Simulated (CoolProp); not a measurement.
Computed with CoolProp (reference Helmholtz-energy equation of state, Gao 2020).

### Question
For ammonia, give the phase and the cv (kJ/(kg K)), Prandtl number at 373.2 K and 3.93 MPa.

### Answer
- 373.2 K and 3.93 MPa: gas; cv 2.31, Prandtl number 1.23

Viscosity comes from a separate model (Fenghour 1995). Thermal conductivity comes from a separate model (Tufeu 1984).
